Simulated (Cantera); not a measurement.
A closed system holds: 1 mol SiC, 0.047 mol N2O, 58 mol H2, at 8.40 Pa.

Equilibrium computed with Cantera from the NASA thermochemical tables; the gas is ideal and each condensed phase is pure. Candidate condensed phases: C, C6H6, C7H8, C8H18, H2O, Si, SiC, SiO2, Si2N2O, Si3N4; 151 gas species. Rates play no part. All values below are at 1627 °C.

Base state: H2 0.910, H 0.0826, Si 0.00558, CO 0.000765, N2 0.000647, C2H2 (acetylene) 0.000347, HCN 0.000236, SiC2 0.000141 (mole fractions); condensed: C(graphite) + SiC(s).

Task: What changes in the equilibrium state with this change: N2O from 0.047 to 0.21 mol?

Result: 
```
species             before     after
----------------  --------  --------
H2                   0.910     0.904
H                   0.0826    0.0823
Si                 0.00558   0.00558
CO                0.000765   0.00340
N2                0.000647   0.00315
SiO                5.58e-6   2.48e-5
HCN               0.000236  0.000520
HNC                1.11e-5   2.44e-5
C2H2 (acetylene)  0.000347  0.000345
SiH                4.23e-5   4.22e-5
C(graphite), mol     0.236    0.0593
SiC(s), mol          0.636     0.633
```
